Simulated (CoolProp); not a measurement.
1-butene along the isotherm 525 K: Z from the reference equation and from simpler models built on Tc = 419.3 K, pc = 4.006 MPa, ω = 0.192; each cubic takes its own stable root.

The numbers come from the reference Helmholtz-energy equation of state, Lemmon 2005 in CoolProp. It is a short technical equation, of lower accuracy than the large ones.

```csv
p (MPa),phase,reference
0.751,gas,0.9688
1.5,gas,0.9371
2.25,gas,0.9048
3,gas,0.8721
3.76,gas,0.8388
4.51,supercritical,0.8060
5.26,supercritical,0.7737
6.01,supercritical,0.7425
```

Task: How far does each simpler model (Pitzer virial, van der Waals, Redlich-Kwong, Soave-Redlich-Kwong, Peng-Robinson) lie from the reference over these 8 states: mean and median of the absolute difference, and the worst?

Result: 
- Pitzer virial: mean 1.4 %, median 1.3 %, worst +2.8 % at 525 K and 6.01 MPa
- van der Waals: mean 2.4 %, median 1.7 %, worst -6.6 % at 525 K and 6.01 MPa
- Redlich-Kwong: mean 1.1 %, median 1.0 %, worst -2.2 % at 525 K and 6.01 MPa
- Soave-Redlich-Kwong: mean 1.6 %, median 1.4 %, worst +3.7 % at 525 K and 6.01 MPa
- Peng-Robinson: mean 0.9 %, median 1.0 %, worst -1.2 % at 525 K and 3.76 MPa
